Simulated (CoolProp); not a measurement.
Model: reference Helmholtz-energy equation of state, Lemmon 2005, in CoolProp. It is a short technical equation, of lower accuracy than the large ones.

Task: Give the vapour pressure (kPa), vapour density (kg/m³) of saturated trans-2-butene at 318.8, 344, 349.1 K.

Result: 
| T (K) | p (kPa) | vapour density (kg/m³) |
|---|---|---|
| 318.8 | 429 | 10.2 |
| 344 | 808 | 19.1 |
| 349.1 | 908 | 21.5 |
